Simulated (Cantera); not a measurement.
Mixture: CH4 : CO : O2 : N2 = 1 : 0.59 : 3.14 : 11.8 (molar parts), equivalence ratio 0.73, at 160000 Pa, adiabatic and at constant volume. Ignition delay is the time to a rise of 400 K.

Cantera simulation using GRI-Mech 3.0 (53 species, 325 reactions); the numbers are that mechanism's predictions, not measurements.

Q: What does this change do: pressure from 160000 Pa to 1700000 Pa?

A: 
| quantity | before | after |
|---|---|---|
| delay at 1150 K | 63.8 ms | 7.03 ms |
| delay at 1300 K | 7.08 ms | 0.913 ms |
| delay at 1450 K | 1.15 ms | 0.173 ms |
| delay at 1600 K | 0.277 ms | 42.9 µs |
| delay at 1750 K | 92.5 µs | 13.3 µs |
| apparent activation energy between 1600 and 1750 K | 170 kJ/mol | 180 kJ/mol |
The pressure lies above the range GRI-Mech 3.0 was tuned for (to about 10 atm).
